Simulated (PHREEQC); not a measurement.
Solution (25 °C): 0.0029 mol LiBr and 4.5e-05 mol MnCl2 per kg of water. Closed to the air; pH follows from the charge balance.

Computed with PHREEQC (ion-association model, phreeqc.dat).

Q: The ionic strength comes out as 0.00303 mol/kgw. What activity coefficients do Cl-, Br-, Mn+2, Li+ get?

A: Cl- 0.94, Br- 0.94, Mn+2 0.79, Li+ 0.94.

No solid was allowed to form. Complexes and solids missing from the database can't appear.
